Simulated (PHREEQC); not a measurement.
Dissolve 0.17 mol/kgw NaHSO4, 0.01 mol/kgw Na2HPO4 and 0.092 mol/kgw NaCl at 20 °C. Closed to the air; pH follows from the charge balance.

Equilibrium calculation in PHREEQC: ion-association model, phreeqc.dat.

```tsv
quantity	before	after
pH	1.30	2.87
ionic strength (mol/kgw)	0.391	0.00579
Na+ (mol/kgw)	0.263	0.00281
HSO4- (mol/kgw)	0.0872	0.000143
SO4-2 (mol/kgw)	0.0638	0.00154
NaSO4- (mol/kgw)	0.0191	1.53e-5
SI of Halite (NaCl)	-3.50	-7.22
```

Q: Name the change that produced these shifts.
A) diluted 100-fold with water
B) NaHSO4 replaced by Na2SO4 at the same molality
C) 0.025 mol/kgw H2SO4 added
D) diluted 10-fold with water
E) 0.065 mol/kgw NaOH added

A: A, diluted 100-fold with water

Precipitation was switched off in this run.
